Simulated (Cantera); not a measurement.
# Counterflow diffusion flame

A counterflow diffusion flame at 1.70 bar, nozzles 20 mm apart: fuel side 80.0 % H2, 20.0 % N2 at 550 K, oxidiser side 19.0 % O2, 81.0 % N2 at 725 K, fuel mass flux 0.51 times the oxidiser's; mixture-averaged transport, no radiation.

Computed with Cantera and the H2/O2 subset of GRI-Mech 3.0, which has no nitrogen chemistry. The maximum strain rate includes the flame's own expansion and is several times the mean.

```json
[
 {"oxidiser flux (kg/m²/s)": "1", "max strain (1/s)": "554", "mean strain (1/s)": "157", "T max (K)": "2493", "peak x OH": "0.0168", "peak x H": "0.0109", "peak x H2O": "0.257", "peak x HO2": "2.75e-5"},
 {"oxidiser flux (kg/m²/s)": "1.3", "max strain (1/s)": "701", "mean strain (1/s)": "204", "T max (K)": "2467", "peak x OH": "0.0171", "peak x H": "0.0118", "peak x H2O": "0.255", "peak x HO2": "3.42e-5"},
 {"oxidiser flux (kg/m²/s)": "1.8", "max strain (1/s)": "931", "mean strain (1/s)": "282", "T max (K)": "2432", "peak x OH": "0.0174", "peak x H": "0.0133", "peak x H2O": "0.253", "peak x HO2": "4.39e-5"},
 {"oxidiser flux (kg/m²/s)": "2.3", "max strain (1/s)": "1150", "mean strain (1/s)": "360", "T max (K)": "2402", "peak x OH": "0.0176", "peak x H": "0.0145", "peak x H2O": "0.251", "peak x HO2": "5.21e-5"},
 {"oxidiser flux (kg/m²/s)": "3", "max strain (1/s)": "1440", "mean strain (1/s)": "470", "T max (K)": "2368", "peak x OH": "0.0178", "peak x H": "0.0160", "peak x H2O": "0.249", "peak x HO2": "6.18e-5"},
 {"oxidiser flux (kg/m²/s)": "4", "max strain (1/s)": "1830", "mean strain (1/s)": "627", "T max (K)": "2328", "peak x OH": "0.0180", "peak x H": "0.0178", "peak x H2O": "0.247", "peak x HO2": "7.31e-5"},
 {"oxidiser flux (kg/m²/s)": "5.2", "max strain (1/s)": "2270", "mean strain (1/s)": "815", "T max (K)": "2292", "peak x OH": "0.0181", "peak x H": "0.0196", "peak x H2O": "0.245", "peak x HO2": "8.45e-5"},
 {"oxidiser flux (kg/m²/s)": "6.8", "max strain (1/s)": "2940", "mean strain (1/s)": "1070", "T max (K)": "2255", "peak x OH": "0.0182", "peak x H": "0.0216", "peak x H2O": "0.243", "peak x HO2": "9.70e-5"},
 {"oxidiser flux (kg/m²/s)": "8.9", "max strain (1/s)": "3810", "mean strain (1/s)": "1390", "T max (K)": "2212", "peak x OH": "0.0180", "peak x H": "0.0237", "peak x H2O": "0.241", "peak x HO2": "0.000110"}
]
```
x: mole fraction; the columns are a selection and need not sum to one.
